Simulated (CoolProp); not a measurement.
Properties of fluorine along the isobar 1.01 bar (Tc = -128.7 °C, pc = 52.40 bar, ω = 0.045).

Computed with CoolProp (reference Helmholtz-energy equation of state, de Reuck 1990).

| T (°C) | phase | speed of sound (m/s) | expansivity (1/kK) | fugacity coefficient |
|---|---|---|---|---|
| -191.65 | liquid | 856.8 | [?] | 0.6404 |
| -187.15 | gas | 159.4 | 12.96 | [?] |
| -182.65 | gas | [?] | 12.10 | 0.9725 |
| -178.25 | gas | 168.3 | 11.39 | 0.9763 |
| -173.75 | gas | 172.5 | 10.75 | 0.9796 |
| -169.25 | gas | 176.7 | 10.19 | 0.9823 |
| -164.75 | gas | 180.7 | 9.697 | 0.9845 |
| -160.25 | gas | [?] | 9.253 | 0.9864 |
| -155.75 | gas | 188.4 | 8.853 | 0.9879 |
| -151.35 | gas | 192.0 | 8.496 | 0.9893 |
| -146.85 | gas | 195.6 | 8.163 | 0.9904 |
| -142.35 | gas | 199.2 | 7.857 | 0.9914 |
| -137.85 | gas | [?] | 7.574 | 0.9923 |

Fill in the missing entries.


- -191.65, expansivity (1/kK): 4.492
- -187.15, fugacity coefficient: 0.9676
- -182.65, speed of sound (m/s): 164.0
- -160.25, speed of sound (m/s): 184.6
- -137.85, speed of sound (m/s): 202.7
